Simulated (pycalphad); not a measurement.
All values are pycalphad results on the COST 507 light-alloy database (1999) (1 atm), not direct measurements. The data set is of 1999 and partly superseded. Diffusion is slow at the low end, where real alloys seldom reach equilibrium.

**Question.** How does the equilibrium phase assembly of Ti-0.75Hf-11.09B (at.%) change on cooling from 2577 °C to 227 °C?

**Answer.** 
```
T (°C)          phases above          phases below
------  --------------------  --------------------
1619.2                LIQUID           BM + LIQUID
1541.0           BM + LIQUID           BCC_A2 + BM
876.1            BCC_A2 + BM  BCC_A2 + BM + HCP_A3
873.8   BCC_A2 + BM + HCP_A3           BM + HCP_A3
```
Changes were sought between steps of 50 K, so a narrower field can be missed.

Database names, with the compositions (at.%) that they take in these runs: BM: Ti 50 B 50. BCC_A2 is bcc; HCP_A3 is hcp.
